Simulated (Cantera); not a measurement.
Input: 1 mol Si3N4, 3.5 mol H2O, 30 mol N2, 0.22 mol HCl, at 100000 Pa.

These are equilibrium values from Cantera (NASA tables, ideal gas, pure condensed phases), not measurements of a reactor. Candidate condensed phases: H2O, NH4Cl, Si, SiO2, Si2N2O, Si3N4; 47 gas species. Mutual solubility and eutectic melting of coexisting phases are not modelled. The tables hold silica as quartz up to 1696 K and as liquid above; real silica turns to tridymite and cristobalite and melts near 1996 K. The numbers say what is thermodynamically allowed, not how fast it happens.

x: gas mole fraction; n: condensed amount in mol.

```tsv
T (K)	x N2	x H2	x SiO	x HCl	x H	n SiO2(β-quartz)	n Si2N2O(s)	n SiO2(condensed)	n SiO2(l)
1248	0.893	0.100	6.62e-10	0.00631	1.48e-7	1.33	0.834	0	0
1348	0.893	0.100	2.45e-8	0.00631	7.33e-7	1.33	0.834	0	0
1448	0.893	0.100	?	0.00631	?	1.33	0.834	0	0
1548	0.893	0.100	8.03e-6	0.00631	9.75e-6	1.33	0.834	0	0
1648	0.893	0.100	8.46e-5	0.00630	2.82e-5	1.33	0.833	0	0
1748	0.893	0.100	0.000672	0.00629	7.23e-5	0	0.827	1.32	0
1848	0.890	0.0996	0.00421	0.00625	0.000167	0	0.786	1.28	0
1948	0.875	0.0971	?	0.00608	?	0	?	?	0
2048	0.837	0.0910	0.0656	0.00569	0.000676	0	0	0	0.493
2148	0.836	0.0900	0.0661	0.00568	0.00125	0	0	0	0.468
```

What belongs in the gaps?


- 1448, x SiO: 5.45e-7
- 1448, x H: 2.92e-6
- 1948, x SiO: 0.0218
- 1948, x H: 0.000352
- 1948, n Si2N2O(s): 0.574
- 1948, n SiO2(condensed): 1.07
